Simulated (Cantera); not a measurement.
Equilibrium for hydrogen reduction and annealing atmospheres: Cu₂O + H₂ + H₂O

Input: 1 mol Cu₂O, 17 mol H₂, 0.063 mol H₂O, equilibrated at 1000 Pa.

These are equilibrium values from Cantera (NASA tables, ideal gas, pure condensed phases), not measurements of a reactor. Candidate condensed phases: Cu, CuO, Cu(OH)₂, Cu₂O, H₂O; 12 gas species. The numbers say what is thermodynamically allowed, not how fast it happens.

From 577 °C to 1077 °C the condensed part is Cu(s). From 1177 °C to 1577 °C the condensed part is Cu(l). At 1677 °C nothing is condensed.

| T (°C) | x H₂ | x Cu | x H₂O | x H | x Cu₂ | n Cu(s) | n Cu(l) |
|---|---|---|---|---|---|---|---|
| 577 | 0.938 | 1.30e-12 | 0.0623 | 1.98e-10 | <1e-12 | 2.00 | 0 |
| 677 | 0.938 | 1.89e-10 | 0.0623 | 5.39e-9 | <1e-12 | 2.00 | 0 |
| 777 | 0.938 | 1.05e-8 | 0.0623 | 7.85e-8 | <1e-12 | 2.00 | 0 |
| 877 | 0.938 | 2.89e-7 | 0.0623 | 7.22e-7 | 4.49e-12 | 2.00 | 0 |
| 977 | 0.938 | 4.64e-6 | 0.0623 | 4.68e-6 | 2.29e-10 | 2.00 | 0 |
| 1077 | 0.938 | 4.89e-5 | 0.0623 | 2.31e-5 | 6.42e-9 | 2.00 | 0 |
| 1177 | 0.937 | 0.000344 | 0.0623 | 9.16e-5 | 9.64e-8 | 0 | 1.99 |
| 1277 | 0.936 | 0.00186 | 0.0622 | 0.000305 | 9.94e-7 | 0 | 1.97 |
| 1377 | 0.929 | 0.00812 | 0.0618 | 0.000876 | 7.62e-6 | 0 | 1.86 |
| 1477 | 0.908 | 0.0299 | 0.0604 | 0.00222 | 4.58e-5 | 0 | 1.47 |
| 1577 | 0.844 | 0.0950 | 0.0562 | 0.00495 | 0.000225 | 0 | 0.196 |
| 1677 | 0.830 | 0.104 | 0.0554 | 0.0104 | 0.000141 | 0 | 0 |
x: gas mole fraction; n: condensed amount in mol.
